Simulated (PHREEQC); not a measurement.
Consider water at 17 °C with 28 mmol/kgw MgCl2, 0.39 mmol/kgw Na2CO3 and 0.048 mmol/kgw NaCl. Closed to the air; pH follows from the charge balance.

Model: ion-association model, wateq4f.dat, run in PHREEQC.

Precipitation was switched off in this run.

### Question
Order these C species by the share of C that they hold, largest first: MgCO3, HCO3-, CO3-2, MgHCO3+.

### Answer
MgCO3 (49 %), HCO3- (34 %), CO3-2 (12 %), MgHCO3+ (4.7 %)

The pH is 9.67 and the ionic strength 0.0840 mol/kgw. Examples of supersaturated solids here: Magnesite (slow to form). Others may be too. Species that the database lacks are ignored.
